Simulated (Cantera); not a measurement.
Input: 1 mol Si₃N₄, 0.0062 mol C, 3.3 mol H₂, equilibrated at 480000 Pa.

Cantera equilibrium calculation (NASA polynomials, part measured and part estimated; ideal gas, pure solids and liquids). Candidate condensed phases: C, C₆H₆, C₇H₈, C₈H₁₈, Si, SiC, Si₃N₄; 105 gas species. The tables' values for SiN are old estimates; treat these amounts as uncertain. Gases not in the tables: Si₂H₆ and higher silanes. Equilibrium is a limit: real reactors are often held back by kinetics, nucleation or transport.

log p: log10 of the partial pressure in bar; n: condensed amount in mol.

```
T (K)  log p H₂  log p N₂  log p H  log p Si  log p SiH  n Si(l)
-----  --------  --------  -------  --------  ---------  -------
2350       0.47      0.26    -1.67     -2.84      -3.08     2.99
2400       0.47      0.26    -1.56     -2.66      -2.94     2.99
2450       0.47      0.26    -1.46     -2.49      -2.80     2.99
2500       0.47      0.25        ?         ?          ?     2.99
2550       0.47      0.25        ?         ?          ?     2.98
2600       0.47      0.25    -1.18     -2.01      -2.42     2.98
2650       0.46      0.25    -1.10     -1.86      -2.30     2.97
```

Q: Complete the blanks.

A: 
- 2550, log p H: -1.27
- 2550, log p Si: -2.16
- 2550, log p SiH: -2.54
- 2500, log p H: -1.37
- 2500, log p Si: -2.32
- 2500, log p SiH: -2.67
